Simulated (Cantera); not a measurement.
An adiabatic, constant-pressure homogeneous reactor starts with 26.0 % H₂, 8.12 % O₂, 65.9 % N₂, equivalence ratio 1.6, at 1823 K and 1.60 bar.

Cantera simulation using GRI-Mech 3.0 (53 species, 325 reactions); the numbers are that mechanism's predictions, not measurements.

**Question.** Predict: time of steepest temperature rise; temperature at 2.00 s; equilibrium temperature; x(H₂) at 2.00 s; x(O₂) at 2.00 s; x(H₂O) at 2.00 s; x(H) at 2.00 s; x(NO₂) at 2.00 s; x(NO) at 2.00 s.

**Answer.** 
- time of steepest temperature rise = 5.52 µs
- temperature at 2.00 s = 2757 K
- equilibrium temperature = 2757 K
- x(H₂) at 2.00 s = 0.103 (gas-phase equilibrium 0.103)
- x(O₂) at 2.00 s = 0.000533 (gas-phase equilibrium 0.000533)
- x(H₂O) at 2.00 s = 0.163 (gas-phase equilibrium 0.163)
- x(H) at 2.00 s = 0.0180 (gas-phase equilibrium 0.0180)
- x(NO₂) at 2.00 s = 7.35e-8 (gas-phase equilibrium 7.35e-8)
- x(NO) at 2.00 s = 0.00166 (gas-phase equilibrium 0.00166)
